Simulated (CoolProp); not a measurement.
Saturated liquid density (kg/m³) of the fluoroketone C6F12O (FK-5-1-12): the reference equation beside estimates from Tc = 441.8 K, pc = 1869 kPa, ω = 0.471. Rackett uses Z = 0.29056 − 0.08775 ω.

Model: reference Helmholtz-energy equation of state, McLinden 2015, in CoolProp.

| T (K) | reference | Rackett | Peng-Robinson |
|---|---|---|---|
| 335.3 | 1483 | 1628 | 1526 |
| 337.3 | 1476 | 1620 | 1518 |
| 339.4 | 1469 | 1611 | 1509 |
| 341.4 | 1462 | 1603 | 1501 |
| 343.4 | 1455 | 1594 | 1492 |
| 345.4 | 1448 | 1586 | 1484 |
| 347.4 | 1440 | 1577 | 1475 |
| 349.4 | 1433 | 1569 | 1466 |
| 351.4 | 1426 | 1560 | 1457 |
| 353.4 | 1418 | 1551 | 1448 |
| 355.4 | 1410 | 1543 | 1439 |
| 357.4 | 1403 | 1534 | 1429 |
| 359.4 | 1395 | 1525 | 1419 |
| 361.4 | 1387 | 1515 | 1409 |
| 363.4 | 1379 | 1506 | 1399 |

Absolute difference from the reference over all 15 rows, mean and median: Rackett 9.5 and 9.5 %, Peng-Robinson 2.3 and 2.3 %.
